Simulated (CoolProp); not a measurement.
p-xylene along the isobar 0.655 MPa: Z from the reference equation and from simpler models built on Tc = 343.0 °C, pc = 3.532 MPa, ω = 0.324; each cubic takes its own stable root.

Values from CoolProp's reference Helmholtz-energy equation of state, Zhou 2012.

| T (°C) | phase | reference | van der Waals | Redlich-Kwong | Soave-Redlich-Kwong | Peng-Robinson |
|---|---|---|---|---|---|---|
| 192.95 | liquid | 0.02579 | 0.8808 | 0.03163 | 0.02983 | 0.02632 |
| 212.25 | liquid | 0.02562 | 0.8929 | 0.8609 | 0.02985 | 0.02631 |
| 231.45 | gas | 0.8419 | 0.9032 | 0.8772 | 0.8635 | 0.8552 |
| 250.65 | gas | 0.8654 | 0.9121 | 0.8909 | 0.8808 | 0.8727 |
| 269.95 | gas | 0.8839 | 0.9200 | 0.9026 | 0.8954 | 0.8875 |
| 289.15 | gas | 0.8985 | 0.9268 | 0.9125 | 0.9078 | 0.9001 |
| 308.35 | gas | 0.9104 | 0.9329 | 0.9212 | 0.9184 | 0.9110 |
| 327.65 | gas | 0.9204 | 0.9383 | 0.9287 | 0.9276 | 0.9204 |
| 346.85 | gas | 0.9288 | 0.9431 | 0.9353 | 0.9356 | 0.9286 |

At some of these states van der Waals, Redlich-Kwong gives the other phase, because its saturation line lies elsewhere.
